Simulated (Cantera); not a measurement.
A perfectly stirred reactor is fed with CH3OH : O2 : N2 = 0.0049 : 0.0098 : 1 (molar parts), equivalence ratio 0.75, at 760 Torr; it is held at 1350 K, and followed from long to short residence time.

Detailed kinetics in Cantera: GRI-Mech 3.0 (53 species, 325 reactions). GRI-Mech 3.0 was tuned for natural gas; its chemistry of methanol as a main component is partial and can be far from experiment.

**Question.** What does this change do: pressure from 760 Torr to 3600 Torr?

**Answer.** 
```tsv
quantity	before	after
x(CH3OH) at τ = 0.530 s	1.16e-6	1.13e-6
x(O2) at τ = 0.530 s	0.00246	0.00243
x(CH4) at τ = 0.530 s	9.07e-10	2.21e-10
x(NO) at τ = 0.530 s	1.01e-6	1.00e-6
x(C2H4) at τ = 0.530 s	<1e-12	<1e-12
x(CH3OH) at τ = 11.0 ms	7.49e-6	1.02e-5
x(O2) at τ = 11.0 ms	0.00303	0.00276
x(CH4) at τ = 11.0 ms	2.93e-7	5.41e-8
x(NO) at τ = 11.0 ms	1.33e-6	5.12e-7
x(C2H4) at τ = 11.0 ms	8.37e-11	7.00e-12
```
